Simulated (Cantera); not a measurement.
**Moist CO burnout**

An isothermal, constant-pressure homogeneous reactor starts with 1.35 % CO, 1.35 % O₂, 0.532 % H₂O, 96.8 % N₂, equivalence ratio 0.50, at 1000 K and 2630 Torr.

Model: GRI-Mech 3.0 (53 species, 325 reactions), integrated in Cantera.

| t (s) | x CO | x O₂ | x H₂O | x H₂ | x O |
|---|---|---|---|---|---|
| 0.000300 | 0.0135 | 0.0135 | 0.00532 | <1e-12 | 1.55e-10 |
| 0.000823 | 0.0135 | 0.0135 | 0.00532 | 1.12e-12 | 2.81e-10 |
| 0.00226 | 0.0135 | 0.0135 | 0.00532 | 6.57e-12 | 3.76e-10 |
| 0.00620 | 0.0135 | 0.0135 | 0.00532 | 4.19e-11 | 5.23e-10 |
| 0.0170 | 0.0135 | 0.0135 | 0.00532 | 3.84e-10 | 1.27e-9 |
| 0.0468 | 0.0135 | 0.0135 | 0.00532 | 1.00e-8 | 1.22e-8 |
| 0.128 | 0.0134 | 0.0135 | 0.00532 | 1.36e-6 | 9.77e-8 |
| 0.352 | 0.0125 | 0.0130 | 0.00531 | 8.97e-6 | 1.06e-7 |
| 0.967 | 0.0103 | 0.0120 | 0.00531 | 1.88e-5 | 1.01e-7 |
| 2.65 | 0.00602 | 0.00982 | 0.00532 | 1.73e-5 | 7.52e-8 |
| 7.29 | 0.00167 | 0.00765 | 0.00535 | 5.67e-6 | 3.16e-8 |
| 20.0 | 0.000191 | 0.00691 | 0.00536 | 5.11e-7 | 3.97e-9 |
x: mole fraction; the columns are a selection and need not sum to one.

Equilibrium at this temperature and pressure: CO 5.41e-12, O₂ 0.00682, H₂O 0.00536, H₂ 3.05e-12, O 6.98e-12 (gas phase only).
